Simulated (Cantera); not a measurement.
A freely propagating, adiabatic, planar premixed flame of CH4 : H2 : O2 : N2 = 1 : 0.074 : 3 : 11.3 (molar parts), equivalence ratio 0.68, unburnt at 550 K and 240 Torr; mixture-averaged transport, grid criteria slope 0.08 and curve 0.16, no radiation.

Model: GRI-Mech 3.0 (53 species, 325 reactions), integrated in Cantera. Burning velocities carry a grid error of a few per cent, more on coarse grids.

Problem. How do the results move with these cheaper or finer settings: unity-Lewis-number transport; multicomponent transport; multicomponent+Soret transport; grid criteria slope 0.5, curve 1; grid criteria slope 0.25, curve 0.5; grid criteria slope 0.03, curve 0.06?

Solution. 
| setting | laminar burning velocity | thermal thickness | peak x(CH2O) | peak x(CH2CO) | grid points |
|---|---|---|---|---|---|
| as above | 102 cm/s | 1.10 mm | 0.000738 | 3.24e-5 | 132 |
| unity-Lewis-number transport | 81.4 cm/s | 1.16 mm | 0.000662 | 2.20e-5 | 122 |
| multicomponent transport | 102 cm/s | 1.11 mm | 0.000743 | 3.30e-5 | 132 |
| multicomponent+Soret transport | 101 cm/s | 1.12 mm | 0.000735 | 3.19e-5 | 132 |
| grid criteria slope 0.5, curve 1 | 114 cm/s | 1.24 mm | 0.000736 | 3.41e-5 | 39 |
| grid criteria slope 0.25, curve 0.5 | 107 cm/s | 1.14 mm | 0.000735 | 3.22e-5 | 57 |
| grid criteria slope 0.03, curve 0.06 | 101 cm/s | 1.09 mm | 0.000739 | 3.25e-5 | 345 |
The base run took around 19 core-seconds (rough).
Unity Lewis numbers drop preferential diffusion, which matters most where H2 and H carry the flame; Soret adds thermal diffusion.
